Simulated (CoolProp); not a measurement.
Saturation properties of R1234ze(E).

Computed with CoolProp (reference Helmholtz-energy equation of state, Thol 2016).

```json
[
 {"T (K)": "205.9", "p (MPa)": "0.006761", "vapour density (kg/m³)": "0.4529", "liquid cp (kJ/(kg K))": "1.226", "surface tension (mN/m)": "28.3", "liquid conductivity (mW/(m K))": "110"},
 {"T (K)": "210.3", "p (MPa)": "0.009213", "vapour density (kg/m³)": "0.6051", "liquid cp (kJ/(kg K))": "1.229", "surface tension (mN/m)": "26.7", "liquid conductivity (mW/(m K))": "108"},
 {"T (K)": "214.7", "p (MPa)": "0.01236", "vapour density (kg/m³)": "0.7968", "liquid cp (kJ/(kg K))": "1.232", "surface tension (mN/m)": "25.3", "liquid conductivity (mW/(m K))": "106"},
 {"T (K)": "219.2", "p (MPa)": "0.01646", "vapour density (kg/m³)": "1.041", "liquid cp (kJ/(kg K))": "1.236", "surface tension (mN/m)": "23.9", "liquid conductivity (mW/(m K))": "104"},
 {"T (K)": "223.6", "p (MPa)": "0.02148", "vapour density (kg/m³)": "1.336", "liquid cp (kJ/(kg K))": "1.241", "surface tension (mN/m)": "22.7", "liquid conductivity (mW/(m K))": "102"},
 {"T (K)": "228", "p (MPa)": "0.02770", "vapour density (kg/m³)": "1.693", "liquid cp (kJ/(kg K))": "1.245", "surface tension (mN/m)": "21.5", "liquid conductivity (mW/(m K))": "100"},
 {"T (K)": "232.4", "p (MPa)": "0.03530", "vapour density (kg/m³)": "2.124", "liquid cp (kJ/(kg K))": "1.251", "surface tension (mN/m)": "20.5", "liquid conductivity (mW/(m K))": "98.7"},
 {"T (K)": "236.9", "p (MPa)": "0.04473", "vapour density (kg/m³)": "2.651", "liquid cp (kJ/(kg K))": "1.256", "surface tension (mN/m)": "19.4", "liquid conductivity (mW/(m K))": "96.9"},
 {"T (K)": "241.3", "p (MPa)": "0.05582", "vapour density (kg/m³)": "3.261", "liquid cp (kJ/(kg K))": "1.262", "surface tension (mN/m)": "18.4", "liquid conductivity (mW/(m K))": "95.2"},
 {"T (K)": "245.7", "p (MPa)": "0.06901", "vapour density (kg/m³)": "3.978", "liquid cp (kJ/(kg K))": "1.269", "surface tension (mN/m)": "17.5", "liquid conductivity (mW/(m K))": "93.5"},
 {"T (K)": "250.1", "p (MPa)": "0.08456", "vapour density (kg/m³)": "4.814", "liquid cp (kJ/(kg K))": "1.275", "surface tension (mN/m)": "16.7", "liquid conductivity (mW/(m K))": "91.7"},
 {"T (K)": "254.6", "p (MPa)": "0.1032", "vapour density (kg/m³)": "5.806", "liquid cp (kJ/(kg K))": "1.283", "surface tension (mN/m)": "15.8", "liquid conductivity (mW/(m K))": "90.0"},
 {"T (K)": "259", "p (MPa)": "0.1244", "vapour density (kg/m³)": "6.924", "liquid cp (kJ/(kg K))": "1.290", "surface tension (mN/m)": "15.0", "liquid conductivity (mW/(m K))": "88.3"}
]
```

It boils at 254.2 K under 1 atm.

Thermal conductivity comes from a separate model (Perkins 2011). Surface tension comes from a separate correlation (Mulero 2014).
